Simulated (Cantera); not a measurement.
Input: 1 mol Al2O3, 0.053 mol N2, at 2025 K and 3.60 Pa.

Method: chemical equilibrium by Gibbs-energy minimisation in Cantera with the NASA 1993 tables (ideal gas, pure condensed phases). Candidate condensed phases: Al, AlN, Al2O3; 16 gas species. The numbers say what is thermodynamically allowed, not how fast it happens.

Base state: N2 0.999, O 0.000321, Al 0.000231, NO 4.80e-5, AlO 4.26e-5 (mole fractions); condensed: Al2O3(s).

Question: What changes in the equilibrium state with this change: Al2O3 replaced by ZrN?

Answer: 
| species | before | after |
|---|---|---|
| N2 | 0.999 | 1.000 |
| O | 0.000321 | 0 |
| Al | 0.000231 | 0 |
| NO | 4.80e-5 | 0 |
| AlO | 4.26e-5 | 0 |
| Al2O3(s), mol | 1.000 | 0 |
| ZrN(s), mol | 0 | 1.00 |
ZrN: taken at fixed stoichiometry. Further candidate phases: Zr, ZrN.
